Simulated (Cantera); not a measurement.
A closed system holds: 1 mol SiHCl3, 1.1 mol CH4, 1.2 mol H2, equilibrated at 1723.15 K and 0.00133 bar.

These are equilibrium values from Cantera (NASA tables, ideal gas, pure condensed phases), not measurements of a reactor. Candidate condensed phases: C, C6H6, C7H8, C8H18, Si, SiC; 109 gas species. The tables' values for SiCl3, SiCl are old estimates; treat these amounts as uncertain. Equilibrium is a limit: real reactors are often held back by kinetics, nucleation or transport.

Base state: HCl 0.491, H2 0.473, SiCl2 0.0294, H 0.00344, Cl 0.00276, SiCl3 0.000550, SiCl 4.48e-5, C2H2 (acetylene) 4.29e-5 (mole fractions); condensed: C(graphite) + SiC(s).

Q: What changes in the equilibrium state with this change: temperature from 1723.15 K to 1525 K?

A: 
```tsv
species	before	after
HCl	0.491	0.521
H2	0.473	0.462
SiCl2	0.0294	0.0154
Si	1.23e-5	1.14e-7
SiCl	4.48e-5	1.88e-6
SiCl4	1.93e-5	0.000163
H	0.00344	0.000440
C(graphite), mol	0.262	0.189
SiC(s), mol	0.838	0.911
```
The tables' values for SiCl3 are old estimates; treat these amounts as uncertain.

Q: What changes in the equilibrium state with this change: temperature from 1723.15 K to 1123.15 K?

A: 
| species | before | after |
|---|---|---|
| H2 | 0.473 | 0.512 |
| HCl | 0.491 | 0.459 |
| SiCl4 | 1.93e-5 | 0.0262 |
| SiCl2 | 0.0294 | 0.000885 |
| SiCl | 4.48e-5 | <1e-9 |
| Si | 1.23e-5 | <1e-9 |
| Cl | 0.00276 | 6.66e-7 |
| H | 0.00344 | 8.38e-7 |
| C2H2 (acetylene) | 4.29e-5 | 1.13e-8 |
| C(graphite), mol | 0.262 | 0.252 |
| SiC(s), mol | 0.838 | 0.848 |
The tables' values for SiCl3 are old estimates; treat these amounts as uncertain.
